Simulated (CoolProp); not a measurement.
Vapour-liquid equilibrium of isohexane (1) + benzene (2) at 62.85 °C; x and y are mole fractions of (1).

Computed with CoolProp (multi-fluid Helmholtz-energy mixture model, Lemmon 2006 and Thol 2012; pair parameters Bell 2016).

| x | bubble pressure (MPa) | y at the bubble point | dew pressure at overall composition x (MPa) | liquid density (mol/L) |
|---|---|---|---|---|
| 0.05 | 0.06452 | 0.146 | 0.05993 | 10.41 |
| 0.125 | 0.07256 | 0.290 | 0.06348 | 10.06 |
| 0.2 | ___ | 0.390 | 0.06739 | 9.722 |
| 0.275 | ___ | 0.466 | 0.07165 | 9.408 |
| 0.35 | 0.08800 | 0.529 | 0.07624 | ___ |
| 0.425 | 0.09160 | 0.585 | 0.08111 | 8.830 |
| 0.5 | 0.09479 | 0.637 | 0.08610 | 8.565 |
| 0.575 | 0.09767 | 0.688 | 0.09099 | 8.313 |
| 0.65 | 0.1003 | 0.739 | 0.09554 | 8.075 |
| 0.725 | 0.1027 | 0.792 | 0.09959 | 7.848 |
| 0.8 | 0.1050 | 0.846 | 0.1031 | ___ |
| 0.875 | 0.1070 | 0.902 | 0.1061 | 7.428 |
| 0.95 | 0.1089 | 0.960 | 0.1086 | 7.233 |

Question: Complete the blanks.

Answer: 
- 0.2, bubble pressure (MPa): 0.07880
- 0.275, bubble pressure (MPa): 0.08381
- 0.35, liquid density (mol/L): 9.111
- 0.8, liquid density (mol/L): 7.633

No azeotrope shows between x = 0.05 and 0.95.

Pair parameters are fitted to limited data, so mixtures are less certain than the pure fluids.
